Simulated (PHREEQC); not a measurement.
0.96 g of hydrous ferric oxide (600 m²/g; 0.2 weak and 0.005 strong sites per Fe, Dzombak-Morel constants, diffuse double layer) in 1 kg of water with 0.1 mol/kgw of an inert sodium salt and 0.028 mmol/kgw NaF and 0.013 mmol/kgw MnCl2, at 25 °C; the pH is set by adding NaOH or the inert anion's acid. No oxygen is let in. CO2 from the air is kept out. No solid was allowed to form.

Base run: PHREEQC, ion-association model, wateq4f.dat. Each further column changes one thing. The table gives F sorbed (%).

```
pH     base  no electrostatic term (-no_edl)  background salt from 0.1 to 0.01 mol/kgw  oxide from 0.96 to 4.8 g/kgw
-----  ----  -------------------------------  ----------------------------------------  ----------------------------
4      91.9                              3.6                                      98.5                          98.3
5.33   82.1                              3.9                                      93.4                          95.9
6      66.6                              4.0                                      82.3                          91.0
6.67   42.2                              4.3                                      57.1                          78.6
8       6.3                              5.1                                       7.7                          24.8
9.33    0.5                              1.8                                       0.5                           2.6
10      0.2                              0.5                                       0.1                           0.8
10.67   0.1                              0.1                                       0.0                           0.3
12      0.0                              0.0                                       0.0                           0.0
```
